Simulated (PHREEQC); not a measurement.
Dissolve 0.29 mol Mn(NO3)2 per kg of water at 25 °C. Closed to the air; pH follows from the charge balance.

All values are PHREEQC results (ion-association model, phreeqc.dat), not measurements.

**Question.** The ionic strength comes out as 0.814 mol/kgw. What activity coefficients do MnOH+, NO3-, H+, Mn+2 get?

**Answer.** MnOH+ 0.65, NO3- 0.57, H+ 0.75, Mn+2 0.22.

No solid was allowed to form. Ionic strength above about 0.7 mol/kgw puts this run outside the model's range. Species that the database lacks are ignored.
